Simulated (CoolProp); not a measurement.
Model: reference Helmholtz-energy equation of state, Lemmon 2006, in CoolProp. It is a short technical equation, of lower accuracy than the large ones.

Task: For carbonyl sulfide, give the phase and the Z, cv (kJ/(kg K)), Joule-Thomson coefficient (K/MPa), isothermal compressibility (1/MPa) at -12.85 °C and 597 kPa.

Result: 
- -12.85 °C and 597 kPa: liquid; Z 0.0152, cv 0.702, Joule-Thomson coefficient -0.309, isothermal compressibility 0.00220
